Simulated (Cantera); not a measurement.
Feed: 1 mol BF₃, 2.5 mol H₂, 0.39 mol NH₃, at 1.00 bar.

Cantera equilibrium calculation (NASA polynomials, part measured and part estimated; ideal gas, pure solids and liquids). Candidate condensed phases: B, BN; 31 gas species. The tables' values for BF₂ are old estimates; treat these amounts as uncertain. The numbers say what is thermodynamically allowed, not how fast it happens.

Question: At 1775 K, list the 4 most abundant gas species with their mole fractions, and the condensed phases.

Answer: H₂ 0.692, BF₃ 0.207, N₂ 0.0422, HF 0.0388. Condensed: BN(s).
